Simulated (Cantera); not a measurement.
An isothermal, constant-pressure homogeneous reactor starts with 0.682 % CO, 0.362 % O2, 30.7 % H2O, 68.2 % N2, at 1073 K and 285 Torr.

Detailed kinetics in Cantera: GRI-Mech 3.0 (53 species, 325 reactions).

Q: Predict: x(CO) at 3.00 s; x(O2) at 3.00 s; x(H2O) at 3.00 s; x(O) at 3.00 s; x(HO2) at 3.00 s; x(H2) at 3.00 s; x(CO2) at 3.00 s.

A: 
```json
{
  "x(CO) at 3.00 s": "9.93e-7 (gas-phase equilibrium 4.80e-10)",
  "x(O2) at 3.00 s": "0.000227 (gas-phase equilibrium 0.000204)",
  "x(H2O) at 3.00 s": "0.308 (gas-phase equilibrium 0.308)",
  "x(O) at 3.00 s": "6.56e-9 (gas-phase equilibrium 2.90e-11)",
  "x(HO2) at 3.00 s": "2.97e-8 (gas-phase equilibrium 2.10e-11)",
  "x(H2) at 3.00 s": "4.29e-5 (gas-phase equilibrium 2.34e-8)",
  "x(CO2) at 3.00 s": "0.00685 (gas-phase equilibrium 0.00685)"
}
```
